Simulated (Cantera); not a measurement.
Mixture: CH4 : O2 : N2 : CO2 = 1 : 1 : 3.76 : 1.3 (molar parts), at 500000 Pa, adiabatic and at constant pressure. Ignition delay is the time to a rise of 400 K.

Cantera simulation using GRI-Mech 3.0 (53 species, 325 reactions); the numbers are that mechanism's predictions, not measurements.

### Question
What does this change do: pressure from 500000 Pa to 790000 Pa?

### Answer
| quantity | before | after |
|---|---|---|
| delay at 1275 K | 8.01 ms | 4.97 ms |
| delay at 1425 K | 1.49 ms | 0.988 ms |
| delay at 1575 K | 0.316 ms | 0.221 ms |
| delay at 1725 K | 80.8 µs | 57.4 µs |
| delay at 1875 K | 26.5 µs | 18.6 µs |
| apparent activation energy between 1725 and 1875 K | 200 kJ/mol | 200 kJ/mol |
